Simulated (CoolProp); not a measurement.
Values from CoolProp's reference Helmholtz-energy equation of state, Thol 2016.

**Question.** Give the vapour pressure (kPa), vapour density (kg/m³), liquid cp (kJ/(kg K)), surface tension (mN/m) of saturated R1234ze(E) at 334.8, 360.5 K.

**Answer.** 
```
T (K)  p (kPa)  vapour density (kg/m³)  liquid cp (kJ/(kg K))  surface tension (mN/m)
-----  -------  ----------------------  ---------------------  ----------------------
334.8     1330                    73.2                   1.57                    4.28
360.5     2340                     148                   1.97                    1.59
```

Surface tension comes from a separate correlation (Mulero 2014).
